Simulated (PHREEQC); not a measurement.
## Spent oxide etchant

Dissolve 170 mmol/kgw HF, 0.17 mmol/kgw (NH4)2SiF6 and 0.21 mmol/kgw H2SO4 at 20 °C. Closed to the air; pH follows from the charge balance.

Equilibrium calculation in PHREEQC: ion-association model, phreeqc.dat.

```json
{
  "pH": "1.87",
  "ionic_strength": "0.0155 mol/kgw",
  "total_alkalinity": "-171 meq/kg"
}
```

| species | molality | activity | log γ |
|---|---|---|---|
| HF | 0.150 | 0.151 | 0.002 |
| H+ | 0.0148 | 0.0134 | -0.046 |
| F- | 0.00935 | 0.00823 | -0.055 |
| HF2- | 0.00517 | 0.00457 | -0.054 |
| NH4+ | 0.000340 | 0.000298 | -0.057 |
| SiF6-2 | 0.000170 | 0.000105 | -0.209 |
| SO4-2 | 0.000116 | 7.13e-5 | -0.210 |
| HSO4- | 9.41e-5 | 8.32e-5 | -0.054 |
| NH4SO4- | 3.10e-7 | 2.74e-7 | -0.054 |

Precipitation was switched off in this run. SiF6-2 is the database's only silicon fluoride.
